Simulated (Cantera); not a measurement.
A closed system holds: 1 mol SiCl4, 1400 mol H2, 2.4 mol CH4, at 775 °C and 0.100 bar.

Cantera equilibrium calculation (NASA polynomials, part measured and part estimated; ideal gas, pure solids and liquids). Candidate condensed phases: C, C6H6, C7H8, C8H18, Si, SiC; 109 gas species. The numbers say what is thermodynamically allowed, not how fast it happens.

Base state: H2 0.996, HCl 0.00285, CH4 0.000996 (mole fractions); condensed: SiC(s).

Task: What changes in the equilibrium state with this change: SiCl4 replaced by SiHCl3?

Result: 
```json
[
 {"species": "H2", "before": "0.996", "after": "0.997"},
 {"species": "HCl", "before": "0.00285", "after": "0.00213"},
 {"species": "CH4", "before": "0.000996", "after": "0.000996"},
 {"species": "SiC(s), mol", "before": "1.000", "after": "1.000"}
]
```
